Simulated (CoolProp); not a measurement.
The fluid at 318.17 K and 2.74 MPa flows at 9.9 m/s in a round tube of 12.7 mm bore and 1.5 µm roughness, fully developed (64/Re and Nu = 3.66 if laminar; Colebrook and Gnielinski if turbulent). The same conditions are run with several fluids, on thermodynamics alone (safety and materials aside).

Computed with CoolProp (reference Helmholtz-energy equation of state of each fluid (n-pentane: Thol 2019; o-xylene: Zhou 2012; n-hexane: Thol 2019; toluene: Lemmon 2006; n-nonane: Lemmon 2006)).

Question: Rank n-pentane, o-xylene, n-hexane, toluene, n-nonane by Reynolds number, highest first.

Answer: n-pentane (496000), n-hexane (316000), toluene (236000), o-xylene (180000), n-nonane (166000)

```
fluid      Darcy friction factor  pressure drop (Pa/m)  heat-transfer coefficient (W/(m² K))  mass flow (kg/h)
---------  ---------------------  --------------------  ------------------------------------  ----------------
n-pentane                 0.0146                 34200                                 15500              2730
o-xylene                  0.0168                 55900                                 11300              3890
n-hexane                  0.0155                 38200                                 13600              2890
toluene                   0.0161                 52700                                 12500              3820
n-nonane                  0.0170                 46100                                 10800              3160
```

Transport values come from each fluid's own correlations; those of n-pentane are estimates that may be off by 10 % or more.
